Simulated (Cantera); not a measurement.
Input: 1 mol SiHCl3, 33 mol H2, 0.51 mol C2H2, at 2150 °C.

Method: chemical equilibrium by Gibbs-energy minimisation in Cantera with the NASA 1993 tables (ideal gas, pure condensed phases). Candidate condensed phases: C, C6H6, C7H8, C8H18, Si, SiC; 109 gas species. Gases not in the tables: Si2H6 and higher silanes. Equilibrium is a limit: real reactors are often held back by kinetics, nucleation or transport.

Q: Which condensed phases are stable at each of these points (P (Pa)): 100, 220, 460, 1000, 2200, 4600, 10000, 22000, 46000, 100000?

A: 
```json
[
 {"P (Pa)": "100", "condensed phases": "C(graphite)", "Si condensed (%)": "0.0"},
 {"P (Pa)": "220", "condensed phases": "C(graphite)", "Si condensed (%)": "0.0"},
 {"P (Pa)": "460", "condensed phases": "C(graphite)", "Si condensed (%)": "0.0"},
 {"P (Pa)": "1000", "condensed phases": "C(graphite)", "Si condensed (%)": "0.0"},
 {"P (Pa)": "2200", "condensed phases": "C(graphite)", "Si condensed (%)": "0.0"},
 {"P (Pa)": "4600", "condensed phases": "C(graphite) + SiC(s)", "Si condensed (%)": "24.4"},
 {"P (Pa)": "10000", "condensed phases": "SiC(s)", "Si condensed (%)": "55.3"},
 {"P (Pa)": "22000", "condensed phases": "SiC(s)", "Si condensed (%)": "70.2"},
 {"P (Pa)": "46000", "condensed phases": "SiC(s)", "Si condensed (%)": "77.4"},
 {"P (Pa)": "100000", "condensed phases": "SiC(s)", "Si condensed (%)": "81.4"}
]
```

From 1.00 mbar to 22.0 mbar the condensed part is C(graphite). At 46.0 mbar the condensed part is C(graphite) + SiC(s). From 0.100 bar to 1.00 bar the condensed part is SiC(s).
